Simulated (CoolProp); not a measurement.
The numbers come from the reference Helmholtz-energy equation of state, Lemmon 2009 in CoolProp.

Task: For propane, give the phase and the cv (kJ/(kg K)), viscosity (µPa s) at -70.65 °C and 13 MPa; 165.95 °C and 13 MPa.

Result: 
- -70.65 °C and 13 MPa: liquid; cv 1.40, viscosity 310
- 165.95 °C and 13 MPa: supercritical; cv 2.25, viscosity 33.7

Viscosity comes from a separate model (Vogel 1998).
